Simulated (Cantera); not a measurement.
A closed system holds: 1 mol SiHCl3, 15 mol N2, equilibrated at 1073.15 K and 0.00250 bar.

Equilibrium computed with Cantera from the NASA thermochemical tables; the gas is ideal and each condensed phase is pure. Candidate condensed phases: NH4Cl, Si, Si3N4; 28 gas species. N2 is the only nitrogen source here; it is nearly inert below about 1500 K, so the nitride shown seldom forms there in practice. The tables' values for SiCl3 are old estimates; treat these amounts as uncertain. The numbers say what is thermodynamically allowed, not how fast it happens.

Base state: N2 0.909, HCl 0.0556, SiCl4 0.0322, H2 0.00314, SiCl3 0.000332, SiCl2 5.48e-5, SiHCl3 2.23e-5 (mole fractions); condensed: Si3N4(s).

Q: What changes in the equilibrium state with this change: SiHCl3 replaced by SiF4?

A: 
```json
[
 {"species": "N2", "before": "0.909", "after": "0.938"},
 {"species": "SiF4", "before": "0", "after": "0.0625"},
 {"species": "HCl", "before": "0.0556", "after": "0"},
 {"species": "SiCl4", "before": "0.0322", "after": "0"},
 {"species": "H2", "before": "0.00314", "after": "0"},
 {"species": "SiCl3", "before": "0.000332", "after": "0"},
 {"species": "SiCl2", "before": "5.48e-5", "after": "0"},
 {"species": "SiHCl3", "before": "2.23e-5", "after": "0"},
 {"species": "Si3N4(s), mol", "before": "0.158", "after": "0"}
]
```

Q: What changes in the equilibrium state with this change: temperature from 1073.15 K to 1973.15 K?

A: 
```csv
species,before,after
N2,0.909,0.875
SiCl2,5.48e-5,0.0564
HCl,0.0556,0.0465
SiCl4,0.0322,4.74e-6
Cl,2.52e-7,0.0134
SiCl,<1e-9,0.000739
Si,<1e-9,0.000658
H,1.57e-8,0.00190
SiHCl3,2.23e-5,1.86e-7
"Si3N4(s), mol",0.158,0
```
The tables' values for SiCl, SiCl3 are old estimates; treat these amounts as uncertain.
